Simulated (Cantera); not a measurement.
Feed: 1 mol Si3N4, a varied amount of H2O, 15 mol HCl, held at 1675 °C and 0.000540 bar.

These are equilibrium values from Cantera (NASA tables, ideal gas, pure condensed phases), not measurements of a reactor. Candidate condensed phases: H2O, NH4Cl, Si, SiO2, Si2N2O, Si3N4; 47 gas species. The tables hold silica as quartz up to 1696 K and as liquid above; real silica turns to tridymite and cristobalite and melts near 1996 K. Equilibrium is a limit: real reactors are often held back by kinetics, nucleation or transport.

Task: What share of the Si ends up in condensed phases as a function of n(H2O) (mol), at 1.4, 1.8, 2.2, 2.7, 3.3, 4.1, 5.1, 6.3, 7.8?

Result: 
| n(H2O) (mol) | Si condensed (%) | as |
|---|---|---|
| 1.4 | 0.0 | - |
| 1.8 | 0.0 | - |
| 2.2 | 0.0 | - |
| 2.7 | 0.0 | - |
| 3.3 | 0.0 | - |
| 4.1 | 0.0 | - |
| 5.1 | 5.3 | SiO2(condensed) |
| 6.3 | 20.9 | SiO2(condensed) |
| 7.8 | 35.3 | SiO2(condensed) |
